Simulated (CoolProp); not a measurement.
Values from CoolProp's reference Helmholtz-energy equation of state, de Vries 1995.

### Question
For R124, give the phase and the Z, viscosity (µPa s), conductivity (mW/(m K)) at 59.65 °C and 7.12 MPa; 59.65 °C and 8.41 MPa; 59.65 °C and 9.06 MPa.

### Answer
- 59.65 °C and 7.12 MPa: liquid; Z 0.276, viscosity 193, conductivity 63.9
- 59.65 °C and 8.41 MPa: liquid; Z 0.323, viscosity 198, conductivity 64.7
- 59.65 °C and 9.06 MPa: liquid; Z 0.347, viscosity 201, conductivity 65.1

Viscosity comes from a separate model (Bell 2016), an estimate that may be off by 10 % or more. Thermal conductivity comes from a separate model (Huber 2003), an estimate that may be off by 10 % or more.
